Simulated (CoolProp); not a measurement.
Properties of carbon monoxide at several states (Tc = 132.9 K, pc = 3.498 MPa, ω = 0.050).

The numbers come from the reference Helmholtz-energy equation of state, Lemmon 2006 in CoolProp. It is a short technical equation, of lower accuracy than the large ones.

| T (K) | p (MPa) | phase | density (kg/m³) | isothermal compressibility (1/MPa) | fugacity coefficient |
|---|---|---|---|---|---|
| 466.5 | 0.0547 | gas | 0.3949 | 18.28 | 1.000 |
| 416.9 | 0.0176 | gas | 0.1422 | 56.82 | 1.000 |
| 186.7 | 0.546 | gas | 10.03 | 1.865 | 0.9821 |
| 489.4 | 0.276 | gas | 1.898 | 3.619 | 1.001 |
| 305 | 11.3 | supercritical | 124.5 | 0.08536 | 0.9857 |
| 172.1 | 0.0112 | gas | 0.2193 | 89.33 | 0.9995 |
